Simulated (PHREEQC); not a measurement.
Make-up at 87 °C: 0.0031 mol/kgw PbCl2, 0.19 mol/kgw K2SO4, 0.27 mol/kgw KHSO4 and 6.1e-05 mol/kgw Na2SiO3. Closed to the air; pH follows from the charge balance.

Computed with PHREEQC (ion-association model, phreeqc.dat).

Each row changes one thing in this solution. No solid was allowed to form.

| case | pH | ionic strength (mol/kgw) | K+ (mol/kgw) | HSO4- (mol/kgw) | KSO4- (mol/kgw) | SO4-2 (mol/kgw) | SI of Quartz (SiO2) |
|---|---|---|---|---|---|---|---|
| as made | 1.63 | 0.661 | 0.528 | 0.238 | 0.122 | 0.0976 | -0.91 |
| temperature from 87 to 35 °C | 1.30 | 0.764 | 0.545 | 0.203 | 0.104 | 0.149 | -0.28 |
| diluted 100-fold with water | 2.90 | 0.0108 | 0.00629 | 0.00131 | 0.000206 | 0.00307 | -2.99 |
| K2SO4 left out | ___ | ___ | 0.244 | 0.210 | 0.0259 | 0.0328 | -0.95 |
| PbCl2 replaced by KCl at the same molality | 1.63 | 0.660 | ___ | 0.238 | 0.124 | 0.0984 | -0.91 |
| Na2SiO3 from 6.1e-05 to 9.15e-05 mol/kgw | 1.63 | 0.661 | 0.528 | 0.238 | 0.122 | 0.0976 | -0.73 |

### Question
Complete the blanks.

### Answer

- K2SO4 left out, pH: 1.34
- K2SO4 left out, ionic strength (mol/kgw): 0.342
- PbCl2 replaced by KCl at the same molality, K+ (mol/kgw): 0.529

The ionic strength passes 0.7 mol/kgw, the rough limit of the ion-association models, in temperature from 87 to 35 °C. Some of these states are supersaturated (in Anglesite, for instance). Away from 25 °C the constants follow the database's enthalpies or fits; those with neither stay at their 25 °C values.
